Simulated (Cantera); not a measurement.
A freely propagating, adiabatic, planar premixed flame of H2 : O2 : N2 : H2O = 1 : 0.685 : 2.58 : 0.81 (molar parts), equivalence ratio 0.73, unburnt at 350 K and 56000 Pa; mixture-averaged transport, grid criteria slope 0.08 and curve 0.16, no radiation.

Cantera simulation using the H2/O2 subset of GRI-Mech 3.0, which has no nitrogen chemistry; the numbers are that mechanism's predictions, not measurements. Burning velocities carry a grid error of a few per cent, more on coarse grids.

Problem. How do the results move with these cheaper or finer settings: unity-Lewis-number transport; multicomponent transport; multicomponent+Soret transport; grid criteria slope 0.5, curve 1; grid criteria slope 0.25, curve 0.5; grid criteria slope 0.03, curve 0.06?

Solution. 
```tsv
setting	laminar burning velocity	thermal thickness	peak x(H)	peak x(O)	grid points
as above	90.1 cm/s	0.751 mm	0.00829	0.00335	109
unity-Lewis-number transport	99.8 cm/s	0.595 mm	0.0172	0.00500	112
multicomponent transport	91.8 cm/s	0.746 mm	0.00851	0.00340	110
multicomponent+Soret transport	82.0 cm/s	0.764 mm	0.00754	0.00320	109
grid criteria slope 0.5, curve 1	98.3 cm/s	0.836 mm	0.00872	0.00341	38
grid criteria slope 0.25, curve 0.5	91.0 cm/s	0.796 mm	0.00809	0.00330	46
grid criteria slope 0.03, curve 0.06	91.2 cm/s	0.736 mm	0.00854	0.00340	259
```
Unity Lewis numbers drop preferential diffusion, which matters most where H2 and H carry the flame; Soret adds thermal diffusion.
